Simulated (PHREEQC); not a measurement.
A solution holds 23 mmol/kgw FeCl3 and 14 mmol/kgw NaCl, at 25 °C. Closed to the air; pH follows from the charge balance.

Model: ion-association model, wateq4f.dat, run in PHREEQC.

No solid was allowed to form.

Problem. Estimate the pH.

Solution. pH 2.14.

Problem. In which forms is Fe present?

Solution. Fe+3 34 %, FeCl+2 26 %, Fe2(OH)2+4 19 %, FeOH+2 14 %, Fe3(OH)4+5 3.3 %, FeCl2+ 3.0 % of the Fe.

Examples of supersaturated solids here: Hematite (slow to form), Goethite (slow to form). Others may be too. Complexes and solids missing from the database can't appear.
